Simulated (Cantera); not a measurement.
Source: NASA polynomial tables (part measured, part estimated), evaluated in Cantera. Values are per mole of reaction as written; species without (g) are pure solids or liquids, kept so even where they would boil at 1 bar.

2 NO(g) + Al(g) = NO2(g) + AlN

```
T (K)    ΔH° (kJ)   ΔS° (J/K)    ΔG° (kJ)     log10 K
-----  ----------  ----------  ----------  ----------
1123   (withheld)  (withheld)  (withheld)  (withheld)
1173       -790.0      -320.3      -414.3       18.45
1223       -789.4      -319.8      -398.3       17.01
1273   (withheld)  (withheld)  (withheld)  (withheld)
1323   (withheld)  (withheld)  (withheld)  (withheld)
1373       -787.3      -318.1      -350.5       13.33
1423       -786.6      -317.6      -334.6       12.28
1473   (withheld)  (withheld)  (withheld)  (withheld)
```

### Question
What belongs in the gaps?

### Answer

- 1123, ΔH° (kJ): -790.7
- 1123, ΔS° (J/K): -320.9
- 1123, ΔG° (kJ): -430.3
- 1123, log10 K: 20.02
- 1273, ΔH° (kJ): -788.7
- 1273, ΔS° (J/K): -319.2
- 1273, ΔG° (kJ): -382.3
- 1273, log10 K: 15.69
- 1323, ΔH° (kJ): -788.0
- 1323, ΔS° (J/K): -318.7
- 1323, ΔG° (kJ): -366.4
- 1323, log10 K: 14.47
- 1473, ΔH° (kJ): -785.8
- 1473, ΔS° (J/K): -317.1
- 1473, ΔG° (kJ): -318.7
- 1473, log10 K: 11.30
